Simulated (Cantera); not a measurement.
A freely propagating, adiabatic, planar premixed flame of CH₄ : CO : O₂ : N₂ = 1 : 0.084 : 1.36 : 5.58 (molar parts), unburnt at 500 K and 0.444 atm; mixture-averaged transport, grid criteria slope 0.08 and curve 0.16, no radiation.

Detailed kinetics in Cantera: GRI-Mech 3.0 (53 species, 325 reactions). Burning velocities carry a grid error of a few per cent, more on coarse grids.

Task: What does this change do: inlet temperature 500 to 575 K?

Result: 
```csv
quantity,before,after
laminar burning velocity,36.8 cm/s,54.3 cm/s
thermal thickness,1.60 mm,1.33 mm
peak x(H₂),0.0746,0.0735
peak x(CH₂),4.46e-5,5.93e-5
peak x(HCN),5.81e-5,6.22e-5
```
